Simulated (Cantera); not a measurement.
A jet of 2.18 % H₂, 7.33 % O₂, 90.5 % N₂, equivalence ratio 0.15 at 300 K and 15000 Pa hits a platinum plate 5 cm away at a mass flux of 0.18 kg/m²/s; the plate temperature is set and raised in steps from an oxygen-covered start.

Detailed kinetics in Cantera: Deutschmann's 1995 Pt surface mechanism with GRI-Mech 3.0 gas chemistry. Catalytic surfaces can have several steady states; this one follows from the mechanism file's or the stated starting coverage.

One state of this run: wall x H₂ = 0.00130; wall x O₂ = 0.0514; wall x H₂O = 0.0392; wall x OH = <1e-8; θ free Pt = 0.113; θ O* = 0.884; θ OH* = 0.00261. x: mole fraction at the wall; θ: surface coverage.

Problem. Which value of plate T (K) does it belong to?
(A) 1050
(B) 900
(C) 750
(D) 800

Solution. D, 800
